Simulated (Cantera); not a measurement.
Charge: 1 mol C₂H₅OH, a varied amount of H₂O, equilibrated at 1248 K and 69800 Torr.

Equilibrium computed with Cantera from the NASA thermochemical tables; the gas is ideal and each condensed phase is pure. Candidate condensed phases: C, C₆H₆, C₇H₈, C₈H₁₈, H₂O; 110 gas species. The ideal-gas law is rough above about 30 bar. Rates play no part.

**Question.** At 1.4 mol H₂O, list the 6 most abundant gas species with their mole fractions, and the condensed phases.

**Answer.** H₂ 0.429, CO 0.207, H₂O 0.170, CH₄ 0.142, CO₂ 0.0526, C₂H₆ 4.83e-5. Condensed: gas only.
